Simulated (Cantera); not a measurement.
NO annealing gas

A perfectly stirred reactor is fed with NO : N2 = 4.5 : 0.63 (molar parts), at 11.3 Torr; it is held at 1675 K, and followed from long to short residence time.

Detailed kinetics in Cantera: GRI-Mech 3.0 (53 species, 325 reactions). Radical loss at walls, strong at low pressure, is not modelled.

```tsv
τ (s)	x NO	x O	x O2	x N2	x N2O
27	0.831	5.95e-5	0.0229	0.146	0.000214
3.7	0.871	4.11e-5	0.00312	0.126	0.000230
0.51	0.876	3.32e-5	0.000337	0.123	0.000158
0.070	0.877	2.12e-5	1.73e-5	0.123	4.64e-5
0.0095	0.877	6.14e-6	2.23e-7	0.123	7.41e-6
0.0013	0.877	1.01e-6	4.04e-9	0.123	1.04e-6
0.00018	0.877	1.44e-7	7.92e-11	0.123	1.44e-7
```
x: mole fraction; the columns are a selection and need not sum to one.
